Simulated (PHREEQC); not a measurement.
Make-up at 25 °C: 0.0018 mol H3BO3 and 0.0022 mol K2HPO4 per kg of water. Closed to the air; pH follows from the charge balance.

Model: ion-association model, phreeqc.dat, run in PHREEQC.

This is a speciation only: nothing precipitates in the calculation.

Estimate the pH, ionic strength.

pH 8.19; ionic strength 0.00641 mol/kgw.

In which forms is P present?

HPO4-2 92 %, H2PO4- 7.4 %, KHPO4- 0.6 % of the P.

Complexes and solids missing from the database can't appear.
